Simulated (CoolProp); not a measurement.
Octamethylcyclotetrasiloxane (D4) along the isotherm 620 K: Z from the reference equation and from simpler models built on Tc = 586.5 K, pc = 1347 kPa, ω = 0.598; each cubic takes its own stable root.

Model: reference Helmholtz-energy equation of state, Thol 2015, in CoolProp.

| p (kPa) | phase | reference | Pitzer virial | van der Waals | Redlich-Kwong | Soave-Redlich-Kwong | Peng-Robinson |
|---|---|---|---|---|---|---|---|
| 48.1 | gas | 0.9898 | 0.9898 | 0.9907 | 0.9896 | 0.9902 | 0.9889 |
| 96.2 | gas | 0.9795 | 0.9796 | 0.9812 | 0.9790 | 0.9804 | 0.9778 |
| 144 | gas | 0.9691 | 0.9695 | 0.9717 | 0.9684 | 0.9705 | 0.9666 |
| 192 | gas | 0.9585 | 0.9594 | 0.9619 | 0.9576 | 0.9604 | 0.9553 |
| 241 | gas | 0.9476 | 0.9490 | 0.9518 | 0.9465 | 0.9501 | 0.9437 |
| 289 | gas | 0.9367 | 0.9388 | 0.9417 | 0.9354 | 0.9398 | 0.9322 |
| 337 | gas | 0.9257 | 0.9287 | 0.9314 | 0.9242 | 0.9294 | 0.9206 |
| 385 | gas | 0.9146 | 0.9185 | 0.9209 | 0.9128 | 0.9188 | 0.9088 |
| 433 | gas | 0.9032 | 0.9083 | 0.9103 | 0.9012 | 0.9082 | 0.8970 |
| 481 | gas | 0.8918 | 0.8982 | 0.8994 | 0.8894 | 0.8974 | 0.8850 |
| 529 | gas | 0.8801 | 0.8880 | 0.8883 | 0.8775 | 0.8864 | 0.8729 |
| 577 | gas | 0.8683 | 0.8779 | 0.8769 | 0.8653 | 0.8753 | 0.8607 |
| 625 | gas | 0.8563 | 0.8677 | 0.8653 | 0.8529 | 0.8641 | 0.8483 |
| 674 | gas | 0.8438 | 0.8573 | 0.8531 | 0.8401 | 0.8524 | 0.8355 |
